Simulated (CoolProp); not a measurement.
Vapour-liquid equilibrium of R22 (1) + n-pentane (2) at 267.9 K; x and y are mole fractions of (1).

Computed with CoolProp (multi-fluid Helmholtz-energy mixture model, Kamei 1995 and Thol 2019; pair parameters Bell 2016).

Give the bubble pressure and the first vapour's composition at x = 0.05, 0.85, 0.95. Is there an azeotrope?

x = 0.05: 0.6065 bar, y = 0.693; x = 0.85: 3.688 bar, y = 0.980; x = 0.95: 3.999 bar, y = 0.992. No azeotrope shows between x = 0.05 and 0.95.

Pair parameters are fitted to limited data, so mixtures are less certain than the pure fluids. With so large a gap from Raoult's law the liquid may split in two, which this calculation doesn't test in full.
